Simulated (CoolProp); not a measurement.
A single-stage vapour-compression cycle with the fluid: evaporating at 215.15 K (dew point), condensing at 282.15 K (bubble point), superheat 10 K, subcooling 5 K, compressor efficiency 0.8, no pressure losses. The same conditions are run with several fluids, on thermodynamics alone (safety and materials aside).

Model: reference Helmholtz-energy equation of state of each fluid (C3F8 (R218): Lemmon 2006; hydrogen chloride: Thol 2018; ammonia: Gao 2020; R404A: Lemmon 2003; propylene: Lemmon 2013), in CoolProp. Blends and air are pseudo-pure fits.

**Question.** Rank C3F8 (R218), hydrogen chloride, ammonia, R404A, propylene by cooling COP, highest first.

**Answer.** propylene (1.99), R404A (1.87), ammonia (1.85), hydrogen chloride (1.74), C3F8 (R218) (1.63)

```json
[
 {"fluid": "C3F8 (R218)", "pressure ratio": "15.9", "discharge temperature (K)": "283.6", "refrigerating effect (kJ/kg)": "57.1", "volumetric capacity (kJ/m³)": "203"},
 {"fluid": "hydrogen chloride", "pressure ratio": "8.56", "discharge temperature (K)": "455.5", "refrigerating effect (kJ/kg)": "308", "volumetric capacity (kJ/m³)": "2430"},
 {"fluid": "ammonia", "pressure ratio": "23.9", "discharge temperature (K)": "514.1", "refrigerating effect (kJ/kg)": "1180", "volumetric capacity (kJ/m³)": "270"},
 {"fluid": "R404A", "pressure ratio": "15.1", "discharge temperature (K)": "323.3", "refrigerating effect (kJ/kg)": "134", "volumetric capacity (kJ/m³)": "382"},
 {"fluid": "propylene", "pressure ratio": "12.3", "discharge temperature (K)": "342.3", "refrigerating effect (kJ/kg)": "321", "volumetric capacity (kJ/m³)": "454"}
]
```
